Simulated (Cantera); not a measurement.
## Premixed flame

A freely propagating, adiabatic, planar premixed flame of CH₄ : O₂ : N₂ = 1 : 2 : 7.52 (molar parts), equivalence ratio 1.0, unburnt at 600 K and 760 Torr; unity-Lewis-number transport, grid criteria slope 0.08 and curve 0.16, no radiation.

Model: GRI-Mech 3.0 (53 species, 325 reactions), integrated in Cantera. Unity Lewis numbers drop preferential diffusion, which matters most where H2 and H carry the flame. Burning velocities carry a grid error of a few per cent, more on coarse grids.

```
z (mm)   T (K)  u (m/s)     x CH₄    x O₂    x CH₂O     x HO₂      x H₂    x CH₂
-------  -----  -------  --------  ------  --------  --------  --------  -------
-1.12      600    0.939    0.0950   0.190   7.58e-7   5.21e-8   9.19e-6    <1e-8
-0.745     604    0.945    0.0948   0.190   6.74e-6   4.61e-7   8.20e-5    <1e-8
-0.559     616    0.964    0.0940   0.189   2.67e-5   1.81e-6  0.000328    <1e-8
-0.373     687     1.08    0.0890   0.181  0.000141   9.19e-6   0.00178    <1e-8
-0.186    1046     1.66    0.0628   0.144  0.000652   4.58e-5   0.00956  4.19e-8
-0.0931   1431     2.30    0.0332   0.100  0.000916  0.000114    0.0183  5.98e-6
0         1826     2.98   0.00568  0.0511  0.000512   6.95e-5    0.0230  5.88e-5
0.0931    1967     3.21  0.000185  0.0293   3.98e-5   1.05e-5    0.0173  6.19e-6
0.186     2013     3.28   3.21e-6  0.0242   8.38e-7   6.64e-6    0.0161  1.37e-7
0.373     2074     3.36     <1e-8  0.0210     <1e-8   5.19e-6    0.0156    <1e-8
0.745     2150     3.47     <1e-8  0.0182     <1e-8   3.78e-6    0.0136    <1e-8
1.49      2230     3.57     <1e-8  0.0152     <1e-8   2.59e-6    0.0109    <1e-8
2.98      2298     3.66     <1e-8  0.0124     <1e-8   1.85e-6   0.00856    <1e-8
```
x: mole fraction of selected species; z is measured from the peak of heat release.

| Property | Result |
|---|---|
| laminar burning velocity | 93.8 cm/s |
| thermal thickness | 0.373 mm |
| peak x(CH₂O) | 0.000916 |
| peak x(HO₂) | 0.000128 |
| peak x(H₂) | 0.0233 |
| peak x(CH₂) | 5.92e-5 |
